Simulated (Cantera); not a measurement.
Equilibrium for iron carbonyl, mercury and lead vapours: HgO + H₂

Feed: 1 mol HgO, a varied amount of H₂, at 1148.15 K and 13.3 mbar.

Equilibrium computed with Cantera from the NASA thermochemical tables; the gas is ideal and each condensed phase is pure. Candidate condensed phases: H₂O, Hg, HgO; 10 gas species. Kinetics and transport are ignored.

| n(H₂) (mol) | x H₂ | x H₂O | x Hg | x H |
|---|---|---|---|---|
| 3.9 | 0.592 | 0.204 | 0.204 | 4.79e-7 |
| 5.9 | 0.710 | 0.145 | 0.145 | 5.24e-7 |
| 7.9 | 0.775 | 0.112 | 0.112 | 5.48e-7 |
| 10 | 0.818 | 0.0909 | 0.0909 | 5.63e-7 |
| 12 | 0.846 | 0.0769 | 0.0769 | 5.72e-7 |
| 14 | 0.867 | 0.0667 | 0.0667 | 5.79e-7 |
| 16 | 0.882 | 0.0588 | 0.0588 | 5.85e-7 |
| 18 | 0.895 | 0.0526 | 0.0526 | 5.89e-7 |
| 20 | 0.905 | 0.0476 | 0.0476 | 5.92e-7 |
| 22 | 0.913 | 0.0435 | 0.0435 | 5.95e-7 |
| 24 | 0.920 | 0.0400 | 0.0400 | 5.97e-7 |
| 26 | 0.926 | 0.0370 | 0.0370 | 5.99e-7 |
| 28 | 0.931 | 0.0345 | 0.0345 | 6.00e-7 |
x: gas mole fraction; nothing condenses.

From 3.9 mol H₂ to 28 mol H₂ nothing is condensed. The main Hg-bearing gas is Hg throughout.
